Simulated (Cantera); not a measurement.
Charge: 1 mol PbO, 0.44 mol H2, at 53000 Pa.

Cantera equilibrium calculation (NASA polynomials, part measured and part estimated; ideal gas, pure solids and liquids). Candidate condensed phases: H2O, Pb, PbO, PbO2, Pb3O4; 12 gas species. Each liquid is taken as pure. Mutual solubility and eutectic melting of coexisting phases are not modelled. Gases not in the tables: (PbO)n polymers. Equilibrium is a limit: real reactors are often held back by kinetics, nucleation or transport.

### Question
Which condensed phases are stable at each of these points (T (K)): 1275, 1375, 1475, 1575, 1675, 1775, 1875?

### Answer
| T (K) | condensed phases | Pb condensed (%) |
|---|---|---|
| 1275 | Pb(l) + PbO(l) | 99.8 |
| 1375 | Pb(l) + PbO(l) | 99.3 |
| 1475 | Pb(l) + PbO(l) | 97.8 |
| 1575 | Pb(l) + PbO(l) | 93.2 |
| 1675 | Pb(l) + PbO(l) | 78.4 |
| 1775 | PbO(l) | 16.8 |
| 1875 | gas only | 0.0 |

From 1275 K to 1675 K the condensed part is Pb(l) + PbO(l). At 1775 K the condensed part is PbO(l). At 1875 K nothing is condensed. The share of Pb in condensed phases is highest at 1275 K (99.8 %) and lowest at 1875 K (0.0 %).
